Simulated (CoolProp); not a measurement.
Vapour-liquid equilibrium of R22 (1) + ethanol (2) at 278 kPa; x and y are mole fractions of (1).

Computed with CoolProp (multi-fluid Helmholtz-energy mixture model, Kamei 1995 and Schroeder 2014; pair parameters Bell 2016).

| x | bubble temperature (K) | y at the bubble point | dew temperature at overall composition x (K) | liquid density (mol/L) |
|---|---|---|---|---|
| 0.05 | 344.6 | 0.726 | 378.0 | 16.03 |
| 0.15 | 300.6 | ? | 374.6 | 16.75 |
| 0.25 | 282.1 | 0.991 | 370.9 | 16.95 |
| 0.35 | 272.7 | 0.996 | ? | 16.96 |
| 0.45 | 267.5 | 0.997 | 362.3 | 16.87 |
| 0.55 | 264.6 | 0.998 | 356.9 | ? |
| 0.65 | 262.7 | 0.998 | 350.5 | 16.51 |
| 0.75 | 261.3 | 0.999 | 342.4 | ? |
| 0.85 | 259.8 | 0.999 | 330.9 | 15.95 |
| 0.95 | 257.8 | 1.000 | 309.1 | ? |

**Question.** Fill in the missing entries.

**Answer.** 
- 0.15, y at the bubble point: 0.969
- 0.35, dew temperature at overall composition x (K): 366.9
- 0.55, liquid density (mol/L): 16.72
- 0.75, liquid density (mol/L): 16.25
- 0.95, liquid density (mol/L): 15.63

No azeotrope shows between x = 0.05 and 0.95.

The pair parameters rest on a limited set of measurements; away from them the model extrapolates. With so large a gap from Raoult's law the liquid may split in two, which this calculation doesn't test in full.
